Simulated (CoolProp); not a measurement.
Saturation properties of octamethyltrisiloxane (MDM).

Computed with CoolProp (reference Helmholtz-energy equation of state, Thol 2017).

```
T (K)  p (kPa)  liquid density (kg/m³)  enthalpy of vaporisation (kJ/kg)  liquid cp (kJ/(kg K))  surface tension (mN/m)
-----  -------  ----------------------  --------------------------------  ---------------------  ----------------------
315.4    1.428                   797.8                             197.6                  1.823                    15.0
322.8    2.146                   790.2                             194.7                  1.841                    14.4
330.3    3.165                   782.5                             191.7                  1.860                    13.7
337.7    4.544                   774.8                             188.9                  1.879                    13.1
345.2    6.424                   766.9                             185.9                  1.898                    12.5
352.6    8.872                   759.1                             183.0                  1.917                    11.9
360      12.04                   751.1                             180.1                  1.936                    11.3
367.5    16.16                   743.0                             177.1                  1.955                    10.7
374.9    21.27                   734.8                             174.2                  1.975                    10.1
382.4    27.71                   726.4                             171.1                  1.994                    9.49
389.8    35.51                   718.0                             168.1                  2.014                    8.93
397.2    44.98                   709.5                             165.0                  2.034                    8.38
404.7    56.52                   700.7                             161.8                  2.054                    7.84
```

It boils at 425.6 K under 1 atm.

Surface tension comes from a separate correlation (Mulero 2014), older than this fluid's equation and unchecked against measurements.
